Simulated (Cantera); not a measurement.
Charge: 1 mol BF₃, 0.28 mol O₂, 140 mol H₂, at 13300 Pa.

Equilibrium computed with Cantera from the NASA thermochemical tables; the gas is ideal and each condensed phase is pure. Candidate condensed phases: B, B₂O₃, B₃O₃H₃, H₂O; 43 gas species. Gases not in the tables: H₃BO₃. Kinetics and transport are ignored.

**Question.** Which condensed phases are stable at each of these points (T (°C)): 775, 925, 1075, 1225, 1375, 1525, 1675, 1825?

**Answer.** 
```tsv
T (°C)	condensed phases	B condensed (%)
775	B₂O₃(l)	5.6
925	gas only	0.0
1075	gas only	0.0
1225	gas only	0.0
1375	gas only	0.0
1525	gas only	0.0
1675	gas only	0.0
1825	gas only	0.0
```

At 775 °C the condensed part is B₂O₃(l). From 925 °C to 1825 °C nothing is condensed.
